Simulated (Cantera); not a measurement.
## Transport properties of process gases

Gas mixture: O2 : NO = 0.51 : 0.43 (molar parts), at 100.0 Torr, frozen composition.

Cantera's kinetic-theory transport with the Lennard-Jones parameters of GRI-Mech 3.0, ideal gas; thermal conductivity in the multicomponent form. The composition is frozen, though it would react at the higher temperatures.

| T (K) | ρ (kg/m³) | cp (J/kg/K) | μ (µPa s) | λ (mW/m/K) | Pr | D (cm²/s) C2H2 | D (cm²/s) CO2 | D (cm²/s) NO |
|---|---|---|---|---|---|---|---|---|
| 400 | 0.125 | 966.6 | 24.5 | 33.2 | 0.712 | 2.11 | 2.00 | 2.58 |
| 550 | 0.0906 | 1005 | 30.6 | 43.3 | 0.710 | 3.70 | 3.51 | 4.45 |
| 700 | 0.0712 | 1047 | 36.0 | 53.2 | 0.710 | 5.61 | 5.33 | 6.69 |
| 850 | 0.0586 | 1082 | 41.0 | 62.5 | 0.709 | 7.81 | 7.42 | 9.27 |
| 1000 | 0.0498 | 1109 | 45.6 | 71.4 | 0.709 | 10.3 | 9.77 | 12.2 |
| 1150 | 0.0433 | 1128 | 50.0 | 79.6 | 0.708 | 13.0 | 12.4 | 15.4 |
D: mixture-averaged diffusion coefficient of that species in the mixture.
